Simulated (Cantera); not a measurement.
Cantera run, input and output.

```python
import numpy as np
import cantera as ct

gas = ct.Solution("gri30.yaml")
gas.TPX = 998, 1333, {'H2': 0.021, 'O2': 1, 'N2': 3.5}
reactor = ct.IdealGasConstPressureReactor(gas, energy="off", clone=False)
net = ct.ReactorNet([reactor])
net.rtol, net.atol = 1e-08, 1e-18
show = ['H2', 'O2', 'OH', 'NO', 'O']
times = np.geomspace(4e-06, 6, 10)

steps = ct.SolutionArray(gas, extra=["t"])
rows = []
print(f"{'t/s':>10s}{'T/K':>9s}{'P/Pa':>11s}" + "".join(f"{s:>11s}" for s in show))
for t in times:
    while net.time < t:
        t_next = net.step()
        steps.append(gas.state, t=t_next)
    rows.append([np.interp(t, steps.t, y) for y in (steps.T, steps.P, *steps(*show).X.T)])
    print(f"{t:10.3e}{rows[-1][0]:9.1f}{rows[-1][1]:11.4g}" + "".join(f"{x:11.3e}" for x in rows[-1][2:]))
rate = np.gradient(steps.T, steps.t)
print("integrator steps:", len(steps.t))
if steps.T.max() > steps.T[0] + 200:
    print(f"time of steepest temperature rise: {steps.t[rate.argmax()]:.4e} s")
gas.TPX = 998, 1333, {'H2': 0.021, 'O2': 1, 'N2': 3.5}
gas.equilibrate("TP")
print(f"equilibrium (TP): T = {gas.T:.1f} K  " + "  ".join(f"{s} {gas[s].X[0]:.3e}" for s in show))
```

Output:

```
       t/s      T/K       P/Pa         H2         O2         OH         NO          O
 4.000e-06    998.0       1333  4.645e-03  2.212e-01  1.303e-16  7.983e-32  1.304e-16
 1.942e-05    998.0       1333  4.645e-03  2.212e-01  3.039e-15  9.461e-30  3.054e-15
 9.430e-05    998.0       1333  4.645e-03  2.212e-01  6.605e-14  1.024e-27  6.745e-14
 4.579e-04    998.0       1333  4.645e-03  2.212e-01  1.195e-12  1.323e-25  1.321e-12
 2.223e-03    998.0       1333  4.645e-03  2.212e-01  1.401e-11  1.220e-23  2.079e-11
 1.079e-02    998.0       1333  4.645e-03  2.212e-01  5.747e-10  2.120e-21  1.123e-09
 5.241e-02    998.0       1333  2.512e-03  2.197e-01  3.489e-04  2.051e-10  1.043e-03
 2.545e-01    998.0       1333  1.733e-05  2.188e-01  9.018e-05  1.441e-08  8.987e-04
 1.236e+00    998.0       1333  1.425e-06  2.193e-01  2.579e-05  1.573e-08  8.106e-05
 6.000e+00    998.0       1333  7.088e-08  2.194e-01  6.171e-06  1.577e-08  4.570e-06
integrator steps: 1315
equilibrium (TP): T = 998.0 K  H2 7.135e-12  O2 2.194e-01  OH 7.120e-08  NO 3.121e-05  O 6.041e-10
```

Computed with Cantera and GRI-Mech 3.0 (53 species, 325 reactions). Radical loss at walls, strong at low pressure, is not modelled.
